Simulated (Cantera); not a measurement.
A perfectly stirred reactor is fed with N2O = 1 (molar parts), at 120000 Pa; it is held at 1598 K, and followed from long to short residence time.

Detailed kinetics in Cantera: GRI-Mech 3.0 (53 species, 325 reactions). GRI-Mech 3.0 was tuned for natural gas; its chemistry of N2O as a main component is partial and can be far from experiment. The temperature is held fixed by assumption; the heat of reaction is taken as removed at once.

**Question.** What does this change do: temperature 1598 to 1325 K?

**Answer.** 
| quantity | before | after |
|---|---|---|
| x(N2O) at τ = 16.0 s | 0.000402 | 0.0123 |
| x(NO) at τ = 16.0 s | 0.0232 | 0.0253 |
| x(O2) at τ = 16.0 s | 0.321 | 0.316 |
| x(NO2) at τ = 16.0 s | 0.000132 | 0.000281 |
| x(N2) at τ = 16.0 s | 0.655 | 0.646 |
| x(N2O) at τ = 28.0 ms | 0.134 | 0.807 |
| x(NO) at τ = 28.0 ms | 0.125 | 0.0197 |
| x(O2) at τ = 28.0 ms | 0.225 | 0.0543 |
| x(NO2) at τ = 28.0 ms | 0.000813 | 0.000193 |
| x(N2) at τ = 28.0 ms | 0.514 | 0.119 |
The mechanism lacks the step 2 NO + O2 → 2 NO2, which can matter for NO2 below about 1400 K.
